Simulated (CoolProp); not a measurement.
Vapour-liquid equilibrium of n-butane (1) + acetone (2) at 33.75 °C; x and y are mole fractions of (1).

Values from CoolProp's multi-fluid Helmholtz-energy mixture model, Bücker 2006 and Lemmon 2006; pair parameters Bell 2016.

Give the bubble pressure and the first vapour's composition at x = 0.15, 0.65, 0.75. Is there an azeotrope?

x = 0.15: 0.1764 MPa, y = 0.768; x = 0.65: 0.2839 MPa, y = 0.885; x = 0.75: 0.2924 MPa, y = 0.899. No azeotrope shows between x = 0.05 and 0.95.

Pair parameters are fitted to limited data, so mixtures are less certain than the pure fluids. With so large a gap from Raoult's law the liquid may split in two, which this calculation doesn't test in full.
